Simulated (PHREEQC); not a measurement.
Dissolve 0.0096 mol/kgw FeCl3 and 0.0016 mol/kgw NaCl at 25 °C. It is in equilibrium with CO2 at log p = -1 (atm). Otherwise closed; pH follows from the charge balance.

Model: ion-association model, wateq4f.dat, run in PHREEQC.

```
quantity                   before    after
------------------------  -------  -------
pH                           2.36     2.81
ionic strength (mol/kgw)   0.0496  0.00891
Cl- (mol/kgw)              0.0290  0.00603
HCO3- (mol/kgw)           4.19e-7  1.09e-6
```

Question: What was changed between the two runs?
(A) diluted 5-fold with water
(B) FeCl3 from 0.0096 to 0.0144 mol/kgw
(C) FeCl3 replaced by CdCl2 at the same molality
(D) NaCl replaced by FeCl2 at the same molality
(E) FeCl3 from 0.0096 to 0.096 mol/kgw

Answer: A, diluted 5-fold with water

No solid was allowed to form. Some of these states are supersaturated (in Hematite (slow to form), Goethite (slow to form), for instance).
